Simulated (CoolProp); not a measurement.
Computed with CoolProp (reference Helmholtz-energy equation of state, Wagner 2002).

Problem. For water, give the phase and the cv (kJ/(kg K)), speed of sound (m/s), viscosity (µPa s), conductivity (mW/(m K)) at 497.3 K and 101 kPa; 659.1 K and 101 kPa; 723.9 K and 101 kPa.

Solution. 
- 497.3 K and 101 kPa: gas; cv 1.51, speed of sound 547, viscosity 17.2, conductivity 35.8
- 659.1 K and 101 kPa: gas; cv 1.60, speed of sound 626, viscosity 23.9, conductivity 53.0
- 723.9 K and 101 kPa: gas; cv 1.64, speed of sound 654, viscosity 26.5, conductivity 60.6

Viscosity comes from a separate model (Huber 2009). Thermal conductivity comes from a separate model (Huber 2012).
